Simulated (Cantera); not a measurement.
A closed system holds: 1 mol Si3N4, 4.9 mol H2O, 7.2 mol H2, equilibrated at 1875 K and 75.0 Torr.

Method: chemical equilibrium by Gibbs-energy minimisation in Cantera with the NASA 1993 tables (ideal gas, pure condensed phases). Candidate condensed phases: H2O, Si, SiO2, Si2N2O, Si3N4; 35 gas species. The tables hold silica as quartz up to 1696 K and as liquid above; real silica turns to tridymite and cristobalite and melts near 1996 K. Rates play no part.

Base state: H2 0.793, N2 0.131, SiO 0.0732, H 0.00185, H2O 0.000965 (mole fractions); condensed: SiO2(condensed).

### Question
What changes in the equilibrium state with this change: Si3N4 replaced by Si?

### Answer
```tsv
species	before	after
H2	0.793	0.758
H2O	0.000965	0.240
H	0.00185	0.00180
N2	0.131	0
SiO	0.0732	0.000282
OH	1.75e-7	4.45e-5
SiO2(condensed), mol	1.89	0.997
```
Gases not in the tables: Si(OH)4.
